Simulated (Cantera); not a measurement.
**Premixed flame**

A freely propagating, adiabatic, planar premixed flame of H2 : O2 : N2 = 1 : 0.385 : 1.45 (molar parts), equivalence ratio 1.3, unburnt at 675 K and 3750 Torr; mixture-averaged transport, grid criteria slope 0.08 and curve 0.16, no radiation.

Model: the H2/O2 subset of GRI-Mech 3.0, which has no nitrogen chemistry, integrated in Cantera. The hydrogen kinetics of GRI-Mech 3.0 are dated; newer H2 mechanisms differ, most at raised pressure. Burning velocities carry a grid error of a few per cent, more on coarse grids.

```json
[
 {"z (mm)": "-0.181", "T (K)": "675", "u (m/s)": "10.9", "x H2": "0.353", "x O2": "0.136", "x O": "<1e-8", "x H2O2": "<1e-8", "x H2O": "<1e-8", "x OH": "<1e-8"},
 {"z (mm)": "-0.121", "T (K)": "675", "u (m/s)": "10.9", "x H2": "0.353", "x O2": "0.136", "x O": "<1e-8", "x H2O2": "<1e-8", "x H2O": "<1e-8", "x OH": "<1e-8"},
 {"z (mm)": "-0.0906", "T (K)": "675", "u (m/s)": "10.9", "x H2": "0.353", "x O2": "0.136", "x O": "<1e-8", "x H2O2": "<1e-8", "x H2O": "1.24e-8", "x OH": "<1e-8"},
 {"z (mm)": "-0.0604", "T (K)": "675", "u (m/s)": "10.9", "x H2": "0.353", "x O2": "0.136", "x O": "<1e-8", "x H2O2": "<1e-8", "x H2O": "1.09e-6", "x OH": "<1e-8"},
 {"z (mm)": "-0.0302", "T (K)": "704", "u (m/s)": "11.3", "x H2": "0.345", "x O2": "0.136", "x O": "1.31e-5", "x H2O2": "7.81e-6", "x H2O": "0.00120", "x OH": "6.92e-5"},
 {"z (mm)": "-0.0151", "T (K)": "967", "u (m/s)": "15.0", "x H2": "0.304", "x O2": "0.129", "x O": "0.000490", "x H2O2": "4.34e-5", "x H2O": "0.0257", "x OH": "0.00124"},
 {"z (mm)": "0", "T (K)": "1434", "u (m/s)": "21.5", "x H2": "0.209", "x O2": "0.0896", "x O": "0.00417", "x H2O2": "1.31e-5", "x H2O": "0.113", "x OH": "0.00449"},
 {"z (mm)": "0.0151", "T (K)": "1764", "u (m/s)": "26.1", "x H2": "0.128", "x O2": "0.0384", "x O": "0.00717", "x H2O2": "3.81e-6", "x H2O": "0.207", "x OH": "0.0103"},
 {"z (mm)": "0.0302", "T (K)": "1932", "u (m/s)": "28.4", "x H2": "0.0994", "x O2": "0.0173", "x O": "0.00722", "x H2O2": "2.36e-6", "x H2O": "0.245", "x OH": "0.0139"},
 {"z (mm)": "0.0604", "T (K)": "2099", "u (m/s)": "30.5", "x H2": "0.0916", "x O2": "0.00826", "x O": "0.00588", "x H2O2": "1.39e-6", "x H2O": "0.264", "x OH": "0.0159"},
 {"z (mm)": "0.121", "T (K)": "2257", "u (m/s)": "32.4", "x H2": "0.0918", "x O2": "0.00519", "x O": "0.00388", "x H2O2": "8.62e-7", "x H2O": "0.276", "x OH": "0.0153"},
 {"z (mm)": "0.242", "T (K)": "2393", "u (m/s)": "34.1", "x H2": "0.0916", "x O2": "0.00301", "x O": "0.00216", "x H2O2": "5.70e-7", "x H2O": "0.288", "x OH": "0.0129"},
 {"z (mm)": "0.483", "T (K)": "2495", "u (m/s)": "35.2", "x H2": "0.0910", "x O2": "0.00153", "x O": "0.00105", "x H2O2": "3.70e-7", "x H2O": "0.297", "x OH": "0.00987"}
]
```
x: mole fraction of selected species; z is measured from the peak of heat release.

```
Property                      Value
------------------------  ---------
laminar burning velocity  1090 cm/s
thermal thickness         0.0604 mm
peak x(O)                   0.00738
peak x(H2O2)                4.34e-5
peak x(OH)                   0.0160
grid points                     121
```
